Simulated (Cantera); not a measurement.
An adiabatic, constant-volume homogeneous reactor starts with CH4 : O2 : N2 = 1 : 3.17 : 10.5 (molar parts), at 1550 K and 0.280 bar.

Model: GRI-Mech 3.0 (53 species, 325 reactions), integrated in Cantera.

**Question.** Predict: time of steepest temperature rise; temperature at 8.00 s; equilibrium temperature; x(O2) at 8.00 s; x(O) at 8.00 s; x(NO2) at 8.00 s; x(H) at 8.00 s.

**Answer.** 
```
Quantity                                                             Value
---------------------------------  ---------------------------------------
time of steepest temperature rise                                  1.65 ms
temperature at 8.00 s                                               2685 K
equilibrium temperature                                             2685 K
x(O2) at 8.00 s                      0.0726 (gas-phase equilibrium 0.0726)
x(O) at 8.00 s                       0.0130 (gas-phase equilibrium 0.0130)
x(NO2) at 8.00 s                   5.28e-6 (gas-phase equilibrium 5.28e-6)
x(H) at 8.00 s                     0.00677 (gas-phase equilibrium 0.00677)
```
